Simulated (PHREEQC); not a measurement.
A solution holds 13 mmol/kgw KH2PO4 and 0.0028 mmol/kgw H4SiO4, at 20 °C. It is in equilibrium with CO2 at log p = 0 (atm). Otherwise closed; pH follows from the charge balance.

The numbers come from PHREEQC with the ion-association model, wateq4f.dat.

```json
[
 {"quantity": "pH", "before": "4.07", "after": "3.89"},
 {"quantity": "ionic strength (mol/kgw)", "before": "0.0131", "after": "0.000129"},
 {"quantity": "HCO3- (mol/kgw)", "before": "0.000215", "after": "0.000129"},
 {"quantity": "CO3-2 (mol/kgw)", "before": "1.49e-10", "after": "4.44e-11"}
]
```

**Question.** What was changed between the two runs?
(A) H4SiO4 from 2.8e-06 to 3.08e-06 mol/kgw
(B) H4SiO4 from 2.8e-06 to 5.6e-06 mol/kgw
(C) KH2PO4 left out
(D) KH2PO4 replaced by KHCO3 at the same molality
(E) H4SiO4 left out

**Answer.** C, KH2PO4 left out

Precipitation was switched off in this run. H3PO4, which wateq4f.dat lacks, is added to it with the constant of phreeqc.dat.
